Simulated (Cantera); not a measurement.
Charge: 1 mol SiH2Cl2, 96 mol N2, 57 mol H2, at 10.0 mbar.

Cantera equilibrium calculation (NASA polynomials, part measured and part estimated; ideal gas, pure solids and liquids). Candidate condensed phases: NH4Cl, Si, Si3N4; 28 gas species. N2 is the only nitrogen source here; it is nearly inert below about 1500 K, so the nitride shown seldom forms there in practice. Rates play no part.

Over these rows the condensed part is Si3N4(s). Partial pressures as log10 of bar:

```
T (K)  1000/T (1/K)  log p SiCl2  log p N2  log p H2  log p HCl
-----  ------------  -----------  --------  --------  ---------
1023         0.9775       -10.52     -2.21     -2.43      -3.89
1173         0.8525        -8.79     -2.21     -2.43      -3.89
1323         0.7559        -7.46     -2.21     -2.43      -3.89
1473         0.6789        -6.42     -2.21     -2.43      -3.89
1623         0.6161        -5.60     -2.21     -2.43      -3.91
1773         0.5640            ?     -2.21     -2.43      -3.96
```

Fit log p(SiCl2) = a + b·(1000/T) to the five rows, give the apparent enthalpy, and predict the row at 1773 K.

Means: 1000/T = 0.7762, log p = -7.758. Sxy = -1.116465, Sxx = 0.0818548, so b = -13.64 and a = -7.758 − (-13.64)×0.7762 = 2.83.
Apparent enthalpy: −19.145 × (-13.64) = 261 kJ/mol. With the condensed phases at unit activity, 1/3 Si3N4(s) + 2 HCl(g) = SiCl2(g) + 2/3 N2(g) + H2(g) links this pressure to the main gases: over the six rows their terms move log p by -0.14 in all, so the slope is close to that reaction's ΔH°. The five rows lie within 0.03 of the line.
Prediction at 1773 K: 2.83 + (-13.64)×0.5640 = -4.86. The computed value is -5.01, 0.15 from the line.
